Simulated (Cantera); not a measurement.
Gas mixture: 47.8 % H2, 28.8 % C2H4, 23.4 % C2H6, at 0.987 atm, frozen composition.

Cantera's kinetic-theory transport with the Lennard-Jones parameters of GRI-Mech 3.0, ideal gas; thermal conductivity in the multicomponent form. The composition is frozen, though it would react at the higher temperatures.

D: mixture-averaged diffusion coefficient of that species in the mixture.

```
T (K)  ρ (kg/m³)  cp (J/kg/K)  μ (µPa s)  λ (mW/m/K)     Pr  D (cm²/s) H2O  D (cm²/s) N2  D (cm²/s) H2
-----  ---------  -----------  ---------  ----------  -----  -------------  ------------  ------------
400        0.483         2762       13.5        83.5  0.447          0.458         0.428         0.999
550        0.351          [?]        [?]         [?]  0.498            [?]           [?]           [?]
700        0.276         3720       21.4         150  0.531           1.33          1.14          2.59
850        0.227         4060       24.7         183  0.549           1.90          1.58          3.59
1000       0.193         4368        [?]         [?]  0.564            [?]           [?]           [?]
1150       0.168         4616       30.7         248  0.572           3.25          2.63          5.94
1300       0.149         4826       33.4         280  0.576           4.03          3.23          7.29
1450       0.133         5003       36.0         311  0.579           4.87          3.88          8.74
```

Problem. What belongs in the gaps?

Solution. 
- 550, cp (J/kg/K): 3285
- 550, μ (µPa s): 17.7
- 550, λ (mW/m/K): 117
- 550, D (cm²/s) H2O: 0.847
- 550, D (cm²/s) N2: 0.749
- 550, D (cm²/s) H2: 1.72
- 1000, μ (µPa s): 27.8
- 1000, λ (mW/m/K): 216
- 1000, D (cm²/s) H2O: 2.54
- 1000, D (cm²/s) N2: 2.08
- 1000, D (cm²/s) H2: 4.71
